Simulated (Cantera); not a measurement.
A closed system holds: 1 mol V2O3, 54 mol H2, 0.94 mol N2, held at 0.00580 bar.

Equilibrium computed with Cantera from the NASA thermochemical tables; the gas is ideal and each condensed phase is pure. Candidate condensed phases: H2O, V, VN, VO, V2O3, V2O4, V2O5; 28 gas species. Mutual solubility and eutectic melting of coexisting phases are not modelled. VN, VO: taken at fixed stoichiometry. Condensed phases not in the tables: the oxides between V2O3 and V2O5 other than VO2, solid solutions among these carbides, nitrides and lower oxides, V2N. Rates play no part.

log p: log10 of the partial pressure in bar; n: condensed amount in mol.

```csv
T (K),log p H2,log p N2,log p H2O,log p H,log p NH3,n VN(s),n V2O3(s),n VO(s)
975,-2.24,-4.01,-5.71,___,-8.53,0.0124,0.994,0
1025,-2.24,-4.01,-5.68,___,-8.67,0.0132,0.993,0
1075,-2.24,-4.01,-5.66,___,-8.81,0.0140,0.993,0
1125,-2.24,-4.01,-5.63,___,-8.93,0.0147,0.993,0
1175,-2.24,-4.01,-5.62,___,-9.04,0.0153,0.992,0
1225,-2.24,-4.00,-5.50,___,-9.14,0,0.970,0.0603
1275,-2.24,-4.00,-5.32,___,-9.23,0,0.955,0.0901
1325,-2.24,-4.00,-5.16,___,-9.32,0,0.935,0.131
1375,-2.24,-4.00,-5.01,___,-9.40,0,0.908,0.184
```

Task: Fill in the missing entries.

Result: 
- 975, log p H: -10.06
- 1025, log p H: -9.48
- 1075, log p H: -8.96
- 1125, log p H: -8.47
- 1175, log p H: -8.03
- 1225, log p H: -7.63
- 1275, log p H: -7.25
- 1325, log p H: -6.91
- 1375, log p H: -6.59
